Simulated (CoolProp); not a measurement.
The numbers come from the reference Helmholtz-energy equation of state, Kamei 1995 in CoolProp.

**Question.** Give the vapour pressure (MPa), liquid density (kg/m³), vapour density (kg/m³), surface tension (mN/m) of saturated R22 at 316.2 K.

**Answer.** 
```tsv
T (K)	p (MPa)	liquid density (kg/m³)	vapour density (kg/m³)	surface tension (mN/m)
316.2	1.65	1110	71.7	5.63
```

Surface tension comes from a separate correlation (Mulero 2012).
